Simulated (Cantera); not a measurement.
A perfectly stirred reactor is fed with CH4 : O2 : N2 = 1 : 1.82 : 6 (molar parts), equivalence ratio 1.1, at 760 Torr; it is adiabatic with a 750 K inlet, and is followed from long to short residence time, starting on the burning branch (τ in s: 0.2, 0.087, 0.038, 0.016, 0.0071, 0.0031, 0.0013, 0.00057, 0.00025, 0.00011, 4.6e-05, 2e-05).

Detailed kinetics in Cantera: GRI-Mech 3.0 (53 species, 325 reactions).

**Question.** What does this change do: O2 1.82 to 2.3 parts?

**Answer.** 
```
quantity                                                                      before                                   after
------------------------------------------------  ----------------------------------  --------------------------------------
blow-out, bracketed by the residence times tried  burning at 46.0 µs, out at 20.0 µs  burning at 20.0 µs, the shortest tried
x(CH4) at τ = 0.200 s                                                        5.58e-7                                 2.97e-7
x(O2) at τ = 0.200 s                                                         0.00541                                  0.0367
x(H2O) at τ = 0.200 s                                                          0.195                                   0.193
x(HCO) at τ = 0.200 s                                                        3.23e-8                                 1.73e-8
x(CH3) at τ = 0.200 s                                                        4.42e-7                                 1.81e-7
x(CH4) at τ = 1.30 ms                                                        4.96e-5                                 3.57e-5
x(O2) at τ = 1.30 ms                                                          0.0110                                  0.0432
x(H2O) at τ = 1.30 ms                                                          0.185                                   0.187
x(HCO) at τ = 1.30 ms                                                        1.71e-6                                 1.41e-6
x(CH3) at τ = 1.30 ms                                                        3.42e-5                                 2.01e-5
```
